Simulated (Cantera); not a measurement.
Charge: 1 mol C₂F₆, 3.1 mol H₂, held at 1.00 Pa.

These are equilibrium values from Cantera (NASA tables, ideal gas, pure condensed phases), not measurements of a reactor. Candidate condensed phases: C, C₆H₆, C₇H₈, C₈H₁₈; 95 gas species. The feed counts by its element totals alone. Rates play no part. All values below are at 602 °C.

Base state: HF 0.984, H₂ 0.0164 (mole fractions); condensed: C(graphite).

Task: What changes in the equilibrium state with this change: H₂ from 3.1 to 0.076 mol?

Result: 
| species | before | after |
|---|---|---|
| CF₄ | <1e-9 | 0.906 |
| HF | 0.984 | 0.0942 |
| H₂ | 0.0164 | <1e-9 |
| C(graphite), mol | 2.00 | 0.538 |
Condensed phases not in the tables: fluorocarbon polymer. Gases not in the tables: C₂F₆ and larger saturated fluorocarbons.
